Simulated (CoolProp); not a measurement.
The numbers come from the reference Helmholtz-energy equation of state, Gao 2020 in CoolProp.

Q: For ammonia, give the phase and the Z, cp (kJ/(kg K)), conductivity (mW/(m K)), Prandtl number at 456.8 K and 5360 kPa; 469.8 K and 5360 kPa.

A: 
- 456.8 K and 5360 kPa: gas; Z 0.880, cp 3.03, conductivity 51.7, Prandtl number 0.958
- 469.8 K and 5360 kPa: gas; Z 0.893, cp 2.97, conductivity 53.4, Prandtl number 0.938

Viscosity comes from a separate model (Fenghour 1995). Thermal conductivity comes from a separate model (Tufeu 1984).
